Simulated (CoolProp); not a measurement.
A Linde-Hampson liquefier for methane: isothermal reversible compression at 290 K from 1 atm to 30 MPa, throttling to 1 atm, return gas leaving the recuperator 5 K below the feed. Each further row changes one setting.

The numbers come from the reference Helmholtz-energy equation of state, Setzmann 1991 in CoolProp.

| case | liquid yield per pass | compression work (kJ/kg of gas) |
|---|---|---|
| as stated | 0.246 | 798 |
| high pressure 60 MPa | ? | 912 |
| warm-end temperature 320 K | ? | ? |
| warm-end gap 10 K | 0.237 | 798 |

Some entries are withheld; supply them.


- high pressure 60 MPa, liquid yield per pass: 0.252
- warm-end temperature 320 K, liquid yield per pass: 0.190
- warm-end temperature 320 K, compression work (kJ/kg of gas): 903
